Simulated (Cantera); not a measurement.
A perfectly stirred reactor is fed with H₂ : O₂ : N₂ = 0.61 : 0.42 : 6.7 (molar parts), equivalence ratio 0.73, at 1.00 bar; it is held at 1350 K, and followed from long to short residence time.

Cantera simulation using GRI-Mech 3.0 (53 species, 325 reactions); the numbers are that mechanism's predictions, not measurements. The temperature is held fixed by assumption; the heat of reaction is taken as removed at once.

Q: Predict: x(H₂) at τ = 7.80 s; x(O₂) at τ = 7.80 s; x(H₂O₂) at τ = 7.80 s; x(OH) at τ = 7.80 s; x(H₂O) at τ = 7.80 s; x(H₂) at τ = 37.0 ms; x(O₂) at τ = 37.0 ms; x(H₂O₂) at τ = 37.0 ms; x(OH) at τ = 37.0 ms; x(H₂O) at τ = 37.0 ms.

A: 
| Quantity | Value |
|---|---|
| x(H₂) at τ = 7.80 s | 1.64e-5 |
| x(O₂) at τ = 7.80 s | 0.0155 |
| x(H₂O₂) at τ = 7.80 s | 3.67e-8 |
| x(OH) at τ = 7.80 s | 6.86e-5 |
| x(H₂O) at τ = 7.80 s | 0.0821 |
| x(H₂) at τ = 37.0 ms | 0.000557 |
| x(O₂) at τ = 37.0 ms | 0.0156 |
| x(H₂O₂) at τ = 37.0 ms | 4.79e-7 |
| x(OH) at τ = 37.0 ms | 0.000402 |
| x(H₂O) at τ = 37.0 ms | 0.0813 |
